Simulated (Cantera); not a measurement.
## Reactions in the system Cu-H-N-O

Cantera with NASA thermochemical tables; ideal gases at 1 bar, condensed phases pure. Values are per mole of reaction as written; species without (g) are pure solids or liquids, kept so even where they would boil at 1 bar.

2 Cu(OH)2 + N2O(g) = Cu2O + 4 OH(g) + 2 N(g)

```tsv
T (K)	ΔH° (kJ)	ΔS° (J/K)	ΔG° (kJ)	log10 K
300	1751.2	697.1	1542.0	-268.49
798	1738.0	674.4	1199.8	-78.53
873	1734.5	670.3	1149.4	-68.77
948	1730.9	666.3	1099.2	-60.57
1023	1727.2	662.6	1049.4	-53.58
1098	1723.6	659.2	999.8	-47.56
1173	1720.1	656.1	950.5	-42.33
1248	1716.7	653.3	901.4	-37.73
1323	1713.5	650.8	852.5	-33.66
1398	1710.5	648.6	803.8	-30.03
1473	1707.8	646.7	755.2	-26.78
```
